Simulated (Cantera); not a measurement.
Cantera run, input and output.

```python
import numpy as np
import cantera as ct

gas = ct.Solution("gri30.yaml")
gas.TPX = 1900, 1900, {'NO': 1, 'N2': 2.4}
reactor = ct.IdealGasConstPressureReactor(gas, energy="off", clone=False)
net = ct.ReactorNet([reactor])
net.rtol, net.atol = 1e-08, 1e-18
show = ['NO', 'N2O', 'NO2', 'O', 'N2']
times = np.geomspace(0.0002, 5, 10)

steps = ct.SolutionArray(gas, extra=["t"])
rows = []
print(f"{'t/s':>10s}{'T/K':>9s}{'P/Pa':>11s}" + "".join(f"{s:>11s}" for s in show))
for t in times:
    while net.time < t:
        t_next = net.step()
        steps.append(gas.state, t=t_next)
    rows.append([np.interp(t, steps.t, y) for y in (steps.T, steps.P, *steps(*show).X.T)])
    print(f"{t:10.3e}{rows[-1][0]:9.1f}{rows[-1][1]:11.4g}" + "".join(f"{x:11.3e}" for x in rows[-1][2:]))
rate = np.gradient(steps.T, steps.t)
print("integrator steps:", len(steps.t))
if steps.T.max() > steps.T[0] + 200:
    print(f"time of steepest temperature rise: {steps.t[rate.argmax()]:.4e} s")
gas.TPX = 1900, 1900, {'NO': 1, 'N2': 2.4}
gas.equilibrate("TP")
print(f"equilibrium (TP): T = {gas.T:.1f} K  " + "  ".join(f"{s} {gas[s].X[0]:.3e}" for s in show))
```

Result:

```
       t/s      T/K       P/Pa         NO        N2O        NO2          O         N2
 2.000e-04   1900.0       1900  2.941e-01  1.774e-07  1.901e-10  1.780e-07  7.059e-01
 6.162e-04   1900.0       1900  2.941e-01  5.439e-07  1.773e-09  5.500e-07  7.059e-01
 1.898e-03   1900.0       1900  2.941e-01  1.651e-06  1.603e-08  1.709e-06  7.059e-01
 5.848e-03   1900.0       1900  2.941e-01  4.858e-06  1.322e-07  5.405e-06  7.059e-01
 1.802e-02   1900.0       1900  2.941e-01  1.305e-05  8.711e-07  1.799e-05  7.059e-01
 5.550e-02   1900.0       1900  2.940e-01  2.718e-05  3.773e-06  6.257e-05  7.059e-01
 1.710e-01   1900.0       1900  2.936e-01  3.411e-05  8.063e-06  1.534e-04  7.060e-01
 5.268e-01   1900.0       1900  2.924e-01  3.308e-05  9.636e-06  1.873e-04  7.066e-01
 1.623e+00   1900.0       1900  2.884e-01  3.165e-05  1.178e-05  2.131e-04  7.086e-01
 5.000e+00   1900.0       1900  2.751e-01  2.764e-05  1.689e-05  2.796e-04  7.152e-01
integrator steps: 521
equilibrium (TP): T = 1900.0 K  NO 4.954e-03  N2O 4.025e-08  NO2 1.162e-06  O 8.265e-04  N2 8.501e-01
```

Computed with Cantera and GRI-Mech 3.0 (53 species, 325 reactions). Radical loss at walls, strong at low pressure, is not modelled.
